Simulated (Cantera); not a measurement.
A closed system holds: 1 mol HgO, a varied amount of H2, held at 1048 K and 12.0 Pa.

Cantera equilibrium calculation (NASA polynomials, part measured and part estimated; ideal gas, pure solids and liquids). Candidate condensed phases: H2O, Hg, HgO; 10 gas species. Equilibrium is a limit: real reactors are often held back by kinetics, nucleation or transport.

x: gas mole fraction; nothing condenses.

```
n(H2) (mol)   x Hg     x H2   x H2O     x O2      x OH       x H      x O
-----------  -----  -------  ------  -------  --------  --------  -------
0.15         0.635  5.73e-9  0.0952    0.270   2.79e-6  5.34e-11  3.00e-8
0.19         0.627  7.39e-9   0.119    0.254   3.08e-6  6.06e-11  2.91e-8
0.25         0.615  1.00e-8   0.154    0.231   3.41e-6  7.06e-11  2.77e-8
0.34         0.599  1.43e-8   0.204    0.198   3.78e-6  8.44e-11  2.57e-8
0.45         0.580  2.04e-8   0.261    0.159   4.05e-6  1.01e-10      ___
0.59         0.557  3.04e-8   0.329    0.114   4.19e-6  1.23e-10      ___
0.78         0.529  5.35e-8   0.413   0.0582   3.96e-6  1.63e-10      ___
1            0.500  7.94e-6   0.500  3.87e-6   3.94e-7   1.99e-9      ___
1.4          0.417    0.167   0.417   <1e-12   2.27e-9   2.88e-7   <1e-12
1.8          0.357    0.286   0.357   <1e-12   1.48e-9   3.77e-7   <1e-12
2.4          0.294    0.412   0.294   <1e-12   1.02e-9   4.53e-7   <1e-12
3.2          0.238    0.524   0.238   <1e-12  7.31e-10   5.10e-7   <1e-12
```

### Question
Some entries are withheld; supply them.

### Answer

- 0.45, x O: 2.31e-8
- 0.59, x O: 1.95e-8
- 0.78, x O: 1.39e-8
- 1, x O: 1.14e-10
